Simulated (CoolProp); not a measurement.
Acetone along the isobar 48 bar: Z from the reference equation and from simpler models built on Tc = 508.1 K, pc = 46.92 bar, ω = 0.307; each cubic takes its own stable root.

Model: reference Helmholtz-energy equation of state, Lemmon 2006, in CoolProp. It is a short technical equation, of lower accuracy than the large ones.

```json
[
 {"T (K)": "404.1", "phase": "liquid", "reference": "0.1255", "van der Waals": "0.2366", "Redlich-Kwong": "0.1691", "Soave-Redlich-Kwong": "0.1611", "Peng-Robinson": "0.1424"},
 {"T (K)": "417.3", "phase": "liquid", "reference": "0.1252", "van der Waals": "0.2354", "Redlich-Kwong": "0.1697", "Soave-Redlich-Kwong": "0.1615", "Peng-Robinson": "0.1427"},
 {"T (K)": "430.6", "phase": "liquid", "reference": "0.1254", "van der Waals": "0.2352", "Redlich-Kwong": "0.1712", "Soave-Redlich-Kwong": "0.1628", "Peng-Robinson": "0.1440"},
 {"T (K)": "443.9", "phase": "liquid", "reference": "0.1263", "van der Waals": "0.2361", "Redlich-Kwong": "0.1739", "Soave-Redlich-Kwong": "0.1654", "Peng-Robinson": "0.1463"},
 {"T (K)": "457.1", "phase": "liquid", "reference": "0.1280", "van der Waals": "0.2386", "Redlich-Kwong": "0.1781", "Soave-Redlich-Kwong": "0.1696", "Peng-Robinson": "0.1502"},
 {"T (K)": "470.4", "phase": "liquid", "reference": "0.1309", "van der Waals": "0.2434", "Redlich-Kwong": "0.1848", "Soave-Redlich-Kwong": "0.1763", "Peng-Robinson": "0.1564"},
 {"T (K)": "483.7", "phase": "liquid", "reference": "0.1360", "van der Waals": "0.2519", "Redlich-Kwong": "0.1955", "Soave-Redlich-Kwong": "0.1873", "Peng-Robinson": "0.1667"},
 {"T (K)": "496.9", "phase": "liquid", "reference": "0.1458", "van der Waals": "0.2686", "Redlich-Kwong": "0.2155", "Soave-Redlich-Kwong": "0.2083", "Peng-Robinson": "0.1866"},
 {"T (K)": "510.2", "phase": "supercritical", "reference": "0.3144", "van der Waals": "0.3397", "Redlich-Kwong": "0.3407", "Soave-Redlich-Kwong": "0.3798", "Peng-Robinson": "0.3552"},
 {"T (K)": "523.5", "phase": "supercritical", "reference": "0.5176", "van der Waals": "0.5565", "Redlich-Kwong": "0.5432", "Soave-Redlich-Kwong": "0.5644", "Peng-Robinson": "0.5354"},
 {"T (K)": "536.7", "phase": "supercritical", "reference": "0.5947", "van der Waals": "0.6174", "Redlich-Kwong": "0.6099", "Soave-Redlich-Kwong": "0.6357", "Peng-Robinson": "0.6067"},
 {"T (K)": "550", "phase": "supercritical", "reference": "0.6482", "van der Waals": "0.6599", "Redlich-Kwong": "0.6568", "Soave-Redlich-Kwong": "0.6860", "Peng-Robinson": "0.6574"}
]
```
